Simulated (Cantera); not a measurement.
# Gas-phase reforming

A perfectly stirred reactor is fed with 23.8 % CH4, 76.2 % H2O, at 10.0 bar; it is held at 1400 K, and followed from long to short residence time.

Cantera simulation using GRI-Mech 3.0 (53 species, 325 reactions); the numbers are that mechanism's predictions, not measurements.

| τ (s) | x CH4 | x H2O | x C2H2 | x CH2 | x OH | x CH2O | x CH3 |
|---|---|---|---|---|---|---|---|
| 9.5 | 0.152 | 0.643 | 0.00711 | 6.52e-11 | 4.82e-8 | 9.85e-7 | 1.15e-5 |
| 2.9 | 0.156 | 0.682 | 0.0120 | 1.09e-10 | 5.41e-8 | 1.52e-6 | 1.25e-5 |
| 0.87 | 0.170 | 0.715 | 0.0142 | 1.33e-10 | 5.39e-8 | 2.16e-6 | 1.29e-5 |
| 0.26 | 0.202 | 0.740 | 0.00932 | 1.06e-10 | 5.32e-8 | 2.75e-6 | 1.46e-5 |
| 0.079 | 0.224 | 0.755 | 0.00327 | 6.44e-11 | 5.63e-8 | 2.93e-6 | 1.69e-5 |
| 0.024 | 0.233 | 0.760 | 0.000547 | 4.04e-11 | 5.63e-8 | 2.46e-6 | 1.75e-5 |
| 0.0072 | 0.237 | 0.762 | 3.87e-5 | 2.95e-11 | 5.07e-8 | 1.30e-6 | 1.59e-5 |
| 0.0022 | 0.238 | 0.762 | 1.48e-6 | 2.01e-11 | 4.25e-8 | 3.45e-7 | 1.33e-5 |
x: mole fraction; the columns are a selection and need not sum to one.
